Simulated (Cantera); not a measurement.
Charge: 1 mol BF3, 0.22 mol N2, 120 mol H2, equilibrated at 1723.15 K and 19.0 Pa.

Method: chemical equilibrium by Gibbs-energy minimisation in Cantera with the NASA 1993 tables (ideal gas, pure condensed phases). Candidate condensed phases: B, BN; 31 gas species. The tables' values for BF2 are old estimates; treat these amounts as uncertain. Equilibrium is a limit: real reactors are often held back by kinetics, nucleation or transport.

Base state: H2 0.963, HF 0.0145, H 0.0130, BF 0.00661, N2 0.00179, BF2 0.00119, BF3 0.000285, BHF2 5.11e-5 (mole fractions); condensed: gas only.

Q: What changes in the equilibrium state with this change: temperature from 1723.15 K to 1398 K?

A: 
| species | before | after |
|---|---|---|
| H2 | 0.963 | 0.986 |
| BF3 | 0.000285 | 0.00551 |
| HF | 0.0145 | 0.00524 |
| H | 0.0130 | 0.000341 |
| BF | 0.00661 | 0.000522 |
| BHF2 | 5.11e-5 | 0.000389 |
| BN(s), mol | 0 | 0.120 |
N2 is the only nitrogen source here; it is nearly inert below about 1500 K, so the nitride shown seldom forms there in practice.

Q: What changes in the equilibrium state with this change: temperature from 1723.15 K to 1298.15 K?

A: 
| species | before | after |
|---|---|---|
| H2 | 0.963 | 0.987 |
| BF3 | 0.000285 | 0.00641 |
| HF | 0.0145 | 0.00465 |
| H | 0.0130 | 7.74e-5 |
| BF | 0.00661 | 3.48e-5 |
| BF2 | 0.00119 | 0.000184 |
| BHF2 | 5.11e-5 | 0.000227 |
| BN(s), mol | 0 | 0.169 |
N2 is the only nitrogen source here; it is nearly inert below about 1500 K, so the nitride shown seldom forms there in practice.
